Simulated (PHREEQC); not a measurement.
Ultrapure water in contact with air or piping: an equilibrium model

Synthetic water in mmol/kgw, 25 °C, pH 5.96, pe 12.9: Na 0.000234; K 0.000108; Ca 0.000642; Mg 0.00108; Cl 1.87e-05; S(6) 0.000671; Alkalinity (meq/kgw) 0.00239; B 2.14e-05; Zn 2.11e-06; Pb 3.06e-06.

Valence states are taken as typed.

Equilibrium calculation in PHREEQC: ion-association model, phreeqc.dat.

No solid was allowed to form.

Q: Predict the ionic strength, charge-balance error.

A: ionic strength 7.27e-6 mol/kgw; charge-balance error 0.5 %.

Q: In which forms is Pb present?

A: Pb+2 98 %, PbOH+ 1.7 % of the Pb.
